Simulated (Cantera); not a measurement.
A perfectly stirred reactor is fed with H₂ : O₂ : N₂ = 1 : 0.926 : 3.48 (molar parts), equivalence ratio 0.54, at 0.320 bar; it is adiabatic with a 423 K inlet, and is followed from long to short residence time, starting on the burning branch (τ in s: 0.061, 0.029, 0.014, 0.0065, 0.0031, 0.0014, 0.00068, 0.00032, 0.00015, 7.2e-05, 3.4e-05).

Detailed kinetics in Cantera: GRI-Mech 3.0 (53 species, 325 reactions).

Task: Predict: blow-out, bracketed by the residence times tried; x(H₂) at τ = 61.0 ms; x(O₂) at τ = 61.0 ms; x(NO₂) at τ = 61.0 ms; x(N₂O) at τ = 61.0 ms; x(O) at τ = 61.0 ms; x(H₂) at τ = 1.40 ms; x(O₂) at τ = 1.40 ms; x(NO₂) at τ = 1.40 ms; x(N₂O) at τ = 1.40 ms; x(O) at τ = 1.40 ms.

Result: 
```
Quantity                                                                       Result
------------------------------------------------  -----------------------------------
blow-out, bracketed by the residence times tried  burning at 0.150 ms, out at 72.0 µs
x(H₂) at τ = 61.0 ms                                                          0.00113
x(O₂) at τ = 61.0 ms                                                           0.0857
x(NO₂) at τ = 61.0 ms                                                         9.53e-9
x(N₂O) at τ = 61.0 ms                                                         1.98e-7
x(O) at τ = 61.0 ms                                                           0.00103
x(H₂) at τ = 1.40 ms                                                          0.00920
x(O₂) at τ = 1.40 ms                                                           0.0861
x(NO₂) at τ = 1.40 ms                                                         1.97e-9
x(N₂O) at τ = 1.40 ms                                                         7.51e-8
x(O) at τ = 1.40 ms                                                           0.00819
```
